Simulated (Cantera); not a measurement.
A closed system holds: 1 mol SiCl4, 26 mol N2, 0.41 mol H2O, at 0.840 bar.

Method: chemical equilibrium by Gibbs-energy minimisation in Cantera with the NASA 1993 tables (ideal gas, pure condensed phases). Candidate condensed phases: H2O, NH4Cl, Si, SiO2, Si2N2O, Si3N4; 47 gas species. The tables' values for SiCl3 are old estimates; treat these amounts as uncertain. The tables hold silica as quartz up to 1696 K and as liquid above; real silica turns to tridymite and cristobalite and melts near 1996 K. The numbers say what is thermodynamically allowed, not how fast it happens.

x: gas mole fraction; n: condensed amount in mol.

| T (K) | x N2 | x HCl | x SiCl4 | x Cl | x SiCl3 | x SiCl2 | n SiO2(β-quartz) | n SiO2(condensed) |
|---|---|---|---|---|---|---|---|---|
| 1473 | 0.941 | 0.0297 | 0.0286 | (withheld) | 0.000189 | 4.28e-6 | 0.205 | 0 |
| 1523 | 0.941 | 0.0297 | 0.0285 | (withheld) | 0.000315 | 1.04e-5 | 0.205 | 0 |
| 1573 | 0.941 | 0.0297 | 0.0282 | (withheld) | 0.000506 | 2.38e-5 | 0.205 | 0 |
| 1623 | 0.941 | 0.0297 | 0.0279 | (withheld) | 0.000782 | 5.11e-5 | 0.205 | 0 |
| 1673 | 0.940 | 0.0296 | 0.0275 | (withheld) | 0.00117 | 0.000104 | 0.205 | 0 |
| 1723 | 0.940 | 0.0296 | 0.0268 | (withheld) | 0.00169 | 0.000199 | 0 | 0.205 |
| 1773 | 0.939 | 0.0296 | 0.0260 | (withheld) | 0.00236 | 0.000363 | 0 | 0.205 |

Q: Complete the blanks.

A: 
- 1473, x Cl: 0.000181
- 1523, x Cl: 0.000310
- 1573, x Cl: 0.000513
- 1623, x Cl: 0.000825
- 1673, x Cl: 0.00129
- 1723, x Cl: 0.00198
- 1773, x Cl: 0.00297
